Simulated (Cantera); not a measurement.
Input: 1 mol SiHCl₃, 0.62 mol Cl₂, a varied amount of N₂, held at 923.15 K and 1.33 mbar.

Method: chemical equilibrium by Gibbs-energy minimisation in Cantera with the NASA 1993 tables (ideal gas, pure condensed phases). Candidate condensed phases: NH₄Cl, Si, Si₃N₄; 28 gas species. N₂ is the only nitrogen source here; it is nearly inert below about 1500 K, so the nitride shown seldom forms there in practice. Kinetics and transport are ignored.

Task: At 86 mol N₂, list the 4 most abundant gas species with their mole fractions, and the condensed phases.

Result: N₂ 0.979, HCl 0.0109, SiCl₄ 0.00936, H₂ 0.000265. Condensed: Si₃N₄(s).
